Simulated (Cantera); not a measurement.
Cantera run:

```python
import numpy as np
import cantera as ct

gas_names = """
    C CN CO CO2 C2 CCN CNC C2N2 C2O C3 C3O2 C4 C4N2 C5 N NCO NO NO2 NO3 N2 N2O O O2 O3 Pb PbO Pb2
""".split()
cond_names = """
    C(gr) Pb(cr) Pb(L) PbO(rd) PbO(yw) PbO(L) PbO2(s) Pb3O4(s)
""".split()


def load(file, names, dense=False):
    # The tables refer to 1 bar. Condensed volumes are neglected.
    table = {s.name: s for s in ct.Species.list_from_file(file)}
    out = []
    for n in names:
        d = dict(table[n].input_data)
        d["thermo"] = dict(d["thermo"], **{"reference-pressure": 1e5})
        if dense:
            d["equation-of-state"] = {"model": "constant-volume", "density": "1e6 g/cm^3"}
        out.append(ct.Species.from_dict(d))
    return out


gas = ct.Solution(thermo="ideal-gas", species=load("nasa_gas.yaml", gas_names))
cond = {s.name: ct.Solution(thermo="fixed-stoichiometry", species=[s], name=s.name)
        for s in load("nasa_condensed.yaml", cond_names, dense=True)}
atoms = {
    'PbO': {'Pb': 1, 'O': 1},
    'CO': {'C': 1, 'O': 1},
    'N2': {'N': 2},
}
top_T = {'C(gr)': 4500, 'Pb3O4(s)': 820}  # K; cautious upper limits of use, not melting points


def equilibrate(T, P, feed):
    n = {}
    for name, mol in feed.items():
        for a, k in atoms[name].items():
            n[a] = n.get(a, 0.0) + k * mol
    gas.TPX = T, P, n
    mass = sum(n.values()) * gas.mean_molecular_weight
    gas.equilibrate("TP")
    valid = [c for c in cond.values() if c.min_temp <= T <= top_T.get(c.name, c.max_temp)]
    mix = ct.Mixture([(gas, mass / gas.mean_molecular_weight)] + [(c, 0.0) for c in valid])
    mix.T, mix.P = T, P
    mix.equilibrate("TP", solver="vcs", rtol=1e-11, max_steps=5000)
    return mix


results = []
feed = {'PbO': 1, 'CO': 0.038, 'N2': 0.59}  # mol
P = 190000  # Pa
for T in [948, 973, 998, 1023, 1048, 1073, 1098, 1123, 1148, 1173, 1198, 1223, 1248]:
    mix = equilibrate(T, P, feed)
    results.append((T, P, feed, dict(zip(mix.species_names, mix.species_moles))))
    x = sorted(zip(gas.X, gas.species_names), reverse=True)
    print(f"T = {T:g} K  P = {P:g} Pa  gas = {mix.phase_moles(0):.4g} mol")
    print("   x: " + "  ".join(f"{s} {v:.3e}" for v, s in x if v > 1e-05))
    print("   condensed (mol): " + ("  ".join(f"{mix.phase(i).name} {mix.phase_moles(i):.4g}"
          for i in range(1, mix.n_phases) if mix.phase_moles(i) > 1e-12) or "none"))
```

Result:

```
T = 948 K  P = 190000 Pa  gas = 0.628 mol
   x: N2 9.395e-01  CO2 6.051e-02
   condensed (mol): Pb(L) 0.038  PbO(yw) 0.962
T = 973 K  P = 190000 Pa  gas = 0.628 mol
   x: N2 9.395e-01  CO2 6.050e-02
   condensed (mol): Pb(L) 0.03799  PbO(yw) 0.962
T = 998 K  P = 190000 Pa  gas = 0.628 mol
   x: N2 9.395e-01  CO2 6.050e-02
   condensed (mol): Pb(L) 0.03799  PbO(yw) 0.962
T = 1023 K  P = 190000 Pa  gas = 0.628 mol
   x: N2 9.395e-01  CO2 6.050e-02  Pb 1.403e-05
   condensed (mol): Pb(L) 0.03799  PbO(yw) 0.962
T = 1048 K  P = 190000 Pa  gas = 0.628 mol
   x: N2 9.395e-01  CO2 6.050e-02  Pb 2.352e-05
   condensed (mol): Pb(L) 0.03798  PbO(yw) 0.962
T = 1073 K  P = 190000 Pa  gas = 0.628 mol
   x: N2 9.395e-01  CO2 6.050e-02  Pb 3.847e-05  CO 1.057e-05
   condensed (mol): Pb(L) 0.03797  PbO(yw) 0.962
T = 1098 K  P = 190000 Pa  gas = 0.628 mol
   x: N2 9.394e-01  CO2 6.049e-02  Pb 6.148e-05  CO 1.249e-05
   condensed (mol): Pb(L) 0.03795  PbO(yw) 0.962
T = 1123 K  P = 190000 Pa  gas = 0.6281 mol
   x: N2 9.394e-01  CO2 6.049e-02  Pb 9.618e-05  CO 1.465e-05
   condensed (mol): Pb(L) 0.03793  PbO(yw) 0.962
T = 1148 K  P = 190000 Pa  gas = 0.6281 mol
   x: N2 9.393e-01  CO2 6.048e-02  Pb 1.475e-04  CO 1.708e-05  PbO 1.140e-05
   condensed (mol): Pb(L) 0.0379  PbO(yw) 0.962
T = 1173 K  P = 190000 Pa  gas = 0.6282 mol
   x: N2 9.393e-01  CO2 6.047e-02  Pb 2.220e-04  CO 2.043e-05  PbO 2.032e-05
   condensed (mol): Pb(L) 0.03785  PbO(L) 0.962
T = 1198 K  P = 190000 Pa  gas = 0.6282 mol
   x: N2 9.391e-01  CO2 6.046e-02  Pb 3.283e-04  PbO 3.446e-05  CO 2.487e-05
   condensed (mol): Pb(L) 0.03778  PbO(L) 0.962
T = 1223 K  P = 190000 Pa  gas = 0.6283 mol
   x: N2 9.390e-01  CO2 6.045e-02  Pb 4.776e-04  PbO 5.710e-05  CO 3.005e-05
   condensed (mol): Pb(L) 0.03768  PbO(L) 0.962
T = 1248 K  P = 190000 Pa  gas = 0.6285 mol
   x: N2 9.388e-01  CO2 6.043e-02  Pb 6.843e-04  PbO 9.260e-05  CO 3.605e-05
   condensed (mol): Pb(L) 0.03755  PbO(L) 0.962
```

Equilibrium computed with Cantera from the NASA thermochemical tables; the gas is ideal and each condensed phase is pure. Each liquid is taken as pure. Mutual solubility and eutectic melting of coexisting phases are not modelled. Gases not in the tables: (PbO)n polymers.
